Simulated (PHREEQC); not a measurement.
A made-up water analysis in mmol/kgw, 70 °C, pH 6.27:

```
constituent           mmol/kgw
--------------------  --------
Na                         241
K                         2.33
Ca                        4.83
Mg                        27.7
Cl                         265
S(6)                      22.7
Alkalinity (meq/kgw)    0.0927
Br                       0.126
Li                        1.18
```

Valence states are taken as typed.

Computed with PHREEQC (Pitzer model, pitzer.dat).

Task: The ionic strength comes out as 0.365 mol/kgw. What activity coefficients do Li+, K+, Mg+2, Na+, Ca+2 get?

Result: Li+ 0.72, K+ 0.67, Mg+2 0.22, Na+ 0.70, Ca+2 0.19. Single-ion values are on the MacInnes scale.

This is a speciation only: nothing precipitates in the calculation. Constants without temperature data keep their 25 °C values here.
